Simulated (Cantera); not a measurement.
Cantera run:

```python
import numpy as np
import cantera as ct

gas_names = [...]  # 109 gases of nasa_gas.yaml made of C, Cl, H, Si
cond_names = """
    C(gr) C6H6(L) C7H8(L) C8H18(L),n-octa Si(cr) Si(L) SiC(b)
""".split()


# ... load() reads the species with a 1 bar reference pressure and builds the phases ...
atoms = {
    'CH3SiCl3': {'C': 1, 'H': 3, 'Si': 1, 'CL': 3},
    'H2': {'H': 2},
}
top_T = {'C(gr)': 4500, 'SiC(b)': 3050}  # K; cautious upper limits of use, not melting points


# ... equilibrate(T, P, feed) seeds the gas with the atoms and calls Mixture.equilibrate('TP', solver="vcs", rtol=1e-11, max_steps=5000) ...
results = []
feed = {'CH3SiCl3': 1, 'H2': 12}  # mol
P = 540  # Pa
for T in [1225, 1275, 1325, 1375, 1425, 1475, 1525, 1575, 1625, 1675, 1725, 1775]:
    mix = equilibrate(T, P, feed)
    results.append((T, P, feed, dict(zip(mix.species_names, mix.species_moles))))
    x = sorted(zip(gas.X, gas.species_names), reverse=True)
    print(f"T = {T:g} K  P = {P:g} Pa  gas = {mix.phase_moles(0):.4g} mol")
    print("   x: " + "  ".join(f"{s} {v:.3e}" for v, s in x if v > 0.001))
    print("   condensed (mol): " + ("  ".join(f"{mix.phase(i).name} {mix.phase_moles(i):.4g}"
          for i in range(1, mix.n_phases) if mix.phase_moles(i) > 1e-12) or "none"))
```

Output:

```
T = 1225 K  P = 540 Pa  gas = 14.99 mol
   x: H2 8.011e-01  HCL 1.983e-01
   condensed (mol): C(gr) 0.00817  SiC(b) 0.9911
T = 1275 K  P = 540 Pa  gas = 15 mol
   x: H2 8.008e-01  HCL 1.987e-01
   condensed (mol): C(gr) 0.007519  SiC(b) 0.992
T = 1325 K  P = 540 Pa  gas = 15 mol
   x: H2 8.007e-01  HCL 1.987e-01
   condensed (mol): C(gr) 0.008399  SiC(b) 0.9912
T = 1375 K  P = 540 Pa  gas = 15 mol
   x: H2 8.007e-01  HCL 1.985e-01
   condensed (mol): C(gr) 0.0102  SiC(b) 0.9895
T = 1425 K  P = 540 Pa  gas = 15 mol
   x: H2 8.009e-01  HCL 1.982e-01
   condensed (mol): C(gr) 0.01269  SiC(b) 0.987
T = 1475 K  P = 540 Pa  gas = 15 mol
   x: H2 8.010e-01  HCL 1.977e-01  SiCL2 1.014e-03
   condensed (mol): C(gr) 0.01579  SiC(b) 0.9839
T = 1525 K  P = 540 Pa  gas = 15 mol
   x: H2 8.011e-01  HCL 1.972e-01  SiCL2 1.275e-03
   condensed (mol): C(gr) 0.01947  SiC(b) 0.9801
T = 1575 K  P = 540 Pa  gas = 15 mol
   x: H2 8.012e-01  HCL 1.966e-01  SiCL2 1.575e-03
   condensed (mol): C(gr) 0.02371  SiC(b) 0.9757
T = 1625 K  P = 540 Pa  gas = 15.01 mol
   x: H2 8.012e-01  HCL 1.958e-01  SiCL2 1.917e-03
   condensed (mol): C(gr) 0.02845  SiC(b) 0.9706
T = 1675 K  P = 540 Pa  gas = 15.01 mol
   x: H2 8.011e-01  HCL 1.949e-01  SiCL2 2.299e-03  H 1.414e-03
   condensed (mol): C(gr) 0.03366  SiC(b) 0.9649
T = 1725 K  P = 540 Pa  gas = 15.02 mol
   x: H2 8.007e-01  HCL 1.938e-01  SiCL2 2.722e-03  H 2.262e-03
   condensed (mol): C(gr) 0.03925  SiC(b) 0.9585
T = 1775 K  P = 540 Pa  gas = 15.03 mol
   x: H2 8.000e-01  HCL 1.925e-01  H 3.523e-03  SiCL2 3.182e-03
   condensed (mol): C(gr) 0.04515  SiC(b) 0.9514
```

Cantera equilibrium calculation (NASA polynomials, part measured and part estimated; ideal gas, pure solids and liquids). The feed counts by its element totals alone. The tables' values for SiCl3, SiCl are old estimates; treat these amounts as uncertain.
